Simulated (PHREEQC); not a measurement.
A solution holds 0.15 mol/kgw NH4HF2, 0.011 mol/kgw (NH4)2SiF6 and 0.0065 mol/kgw H3PO4, at 20 °C. Closed to the air; pH follows from the charge balance.

The numbers come from PHREEQC with the ion-association model, phreeqc.dat.

The ionic strength comes out as 0.184 mol/kgw. What activity coefficients do SiF6-2, H+, H2PO4-, F-, NH4+ get?

SiF6-2 0.31, H+ 0.80, H2PO4- 0.75, F- 0.71, NH4+ 0.69.

Precipitation was switched off in this run. SiF6-2 is the database's only silicon fluoride.
